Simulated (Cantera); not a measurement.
Input (Python, Cantera) and output of one run.

```python
import numpy as np
import cantera as ct

gas_names = """
    CL CL2 H HCL H2 N NH NH2 NH3 N2 N2H2 N2H4 Si SiCL SiCL2 SiCL3 SiCL4 SiH SiHCL3 SiH2 SiH2CL2 SiH3
    SiH3CL SiH4 SiN Si2 Si2N Si3
""".split()
cond_names = """
    NH4CL(a) NH4CL(b) Si(cr) Si(L) Si3N4(a)
""".split()


# ... load() reads the species with a 1 bar reference pressure and builds the phases ...
atoms = {
    'Si': {'Si': 1},
    'HCl': {'H': 1, 'CL': 1},
    'N2': {'N': 2},
}
top_T = {'Si3N4(a)': 2400}  # K; cautious upper limits of use, not melting points


# ... equilibrate(T, P, feed) seeds the gas with the atoms and calls Mixture.equilibrate('TP', solver="vcs", rtol=1e-11, max_steps=5000) ...
results = []
T = 1300  # K
P = 11  # Pa
for m in [3.1, 8.1, 13, 18, 23, 28, 33, 38, 43, 48, 53]:
    feed = {'Si': 1, 'HCl': 19, 'N2': m}  # mol
    mix = equilibrate(T, P, feed)
    results.append((T, P, feed, dict(zip(mix.species_names, mix.species_moles))))

top = {s: max(r[3][s] / sum(r[3][g] for g in gas_names) for r in results) for s in gas_names}
cols = sorted((s for s in top if top[s] > 1e-05), key=lambda s: -top[s])[:7]
seen = [c for c in cond_names if any(r[3].get(c, 0) > 1e-12 for r in results)]
print("log10 of partial pressures in bar; condensed amounts in mol")
print(f"{'n(N2)':>10s}" + "".join(f"{s[:9]:>10s}" for s in cols + seen))
for T, P, feed, n in results:
    ng = sum(n[g] for g in gas_names)
    print(f"{feed['N2']:10.4g}" + "".join(f"{np.log10(max(n[s] / ng * P / 1e5, 1e-99)):10.3f}" for s in cols)
          + "".join(f"{n.get(c, 0):10.4g}" for c in seen))
```

Result:

```
log10 of partial pressures in bar; condensed amounts in mol
     n(N2)       HCL        N2        H2     SiCL2     SiCL4     SiCL3        CL
       3.1    -4.086    -4.803    -5.142    -5.600    -5.768    -6.071    -7.546
       8.1    -4.175    -4.477    -5.243    -5.660    -5.904    -6.169    -7.584
        13    -4.247    -4.345    -5.325    -5.711    -6.016    -6.250    -7.615
        18    -4.310    -4.268    -5.396    -5.756    -6.116    -6.322    -7.642
        23    -4.365    -4.217    -5.458    -5.796    -6.203    -6.386    -7.666
        28    -4.413    -4.181    -5.513    -5.832    -6.282    -6.444    -7.687
        33    -4.457    -4.154    -5.562    -5.866    -6.353    -6.496    -7.706
        38    -4.496    -4.133    -5.607    -5.896    -6.418    -6.544    -7.723
        43    -4.532    -4.116    -5.648    -5.925    -6.478    -6.588    -7.739
        48    -4.566    -4.102    -5.685    -5.951    -6.534    -6.629    -7.753
        53    -4.597    -4.090    -5.720    -5.976    -6.586    -6.668    -7.767
```

Equilibrium computed with Cantera from the NASA thermochemical tables; the gas is ideal and each condensed phase is pure. The tables' values for SiCl3 are old estimates; treat these amounts as uncertain.
